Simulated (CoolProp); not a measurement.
The numbers come from the reference Helmholtz-energy equation of state, Lemmon 2013 in CoolProp.

Q: Give the vapour pressure (kPa), vapour Z, surface tension (mN/m), liquid viscosity (µPa s) of saturated propylene at 289.2, 340.3, 350.6 K.

A: 
```tsv
T (K)	p (kPa)	vapour Z	surface tension (mN/m)	liquid viscosity (µPa s)
289.2	917	0.833	8.09	103
340.3	2910	0.608	2.08	60.5
350.6	3550	0.533	1.07	51.7
```

Viscosity comes from a separate model (Huber 2003), an estimate that may be off by 10 % or more. Surface tension comes from a separate correlation (Mulero 2012).
